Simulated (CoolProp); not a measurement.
Saturation properties of octamethyltrisiloxane (MDM) (Tc = 292.2 °C, pc = 1438 kPa, ω = 0.528).

Computed with CoolProp (reference Helmholtz-energy equation of state, Thol 2017).

```json
[
 {"T (°C)": "86.25", "p (kPa)": "11.76", "liquid density (kg/m³)": "751.8", "liquid cp (kJ/(kg K))": "1.934", "vapour Z": "0.9847"},
 {"T (°C)": "113.15", "p (kPa)": "31.63", "liquid density (kg/m³)": "722.0", "liquid cp (kJ/(kg K))": "2.005", "vapour Z": "0.9681"},
 {"T (°C)": "139.95", "p (kPa)": "72.09", "liquid density (kg/m³)": "690.6", "liquid cp (kJ/(kg K))": "2.077", "vapour Z": "0.9418"},
 {"T (°C)": "166.85", "p (kPa)": "145.3", "liquid density (kg/m³)": "656.6", "liquid cp (kJ/(kg K))": "2.154", "vapour Z": "0.9037"},
 {"T (°C)": "193.75", "p (kPa)": "265.7", "liquid density (kg/m³)": "619.0", "liquid cp (kJ/(kg K))": "2.238", "vapour Z": "0.8512"},
 {"T (°C)": "220.65", "p (kPa)": "450.0", "liquid density (kg/m³)": "575.8", "liquid cp (kJ/(kg K))": "2.341", "vapour Z": "0.7805"},
 {"T (°C)": "247.45", "p (kPa)": "717.1", "liquid density (kg/m³)": "522.8", "liquid cp (kJ/(kg K))": "2.499", "vapour Z": "0.6837"},
 {"T (°C)": "274.35", "p (kPa)": "1097", "liquid density (kg/m³)": "445.0", "liquid cp (kJ/(kg K))": "2.982", "vapour Z": "0.5334"}
]
```

It boils at 152.5 °C under 1 atm.
